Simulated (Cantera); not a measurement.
A closed system holds: 1 mol H2O, 1.5 mol N2, equilibrated at 1775 K and 20.0 Pa.

These are equilibrium values from Cantera (NASA tables, ideal gas, pure condensed phases), not measurements of a reactor. Candidate condensed phases: H2O; 24 gas species. The numbers say what is thermodynamically allowed, not how fast it happens.

Base state: N2 0.594, H2O 0.378, H2 0.0144, O2 0.00625, OH 0.00402, H 0.00246, NO 0.000571, O 0.000535 (mole fractions); condensed: gas only.

Q: What changes in the equilibrium state with this change: temperature from 1775 K to 3173.15 K?

A: 
```json
[
 {"species": "H", "before": "0.00246", "after": "0.443"},
 {"species": "N2", "before": "0.594", "after": "0.332"},
 {"species": "O", "before": "0.000535", "after": "0.220"},
 {"species": "H2O", "before": "0.378", "after": "1.64e-6"},
 {"species": "H2", "before": "0.0144", "after": "0.000576"},
 {"species": "N", "before": "1.27e-9", "after": "0.00163"},
 {"species": "O2", "before": "0.00625", "after": "0.000246"},
 {"species": "OH", "before": "0.00402", "after": "0.000476"}
]
```
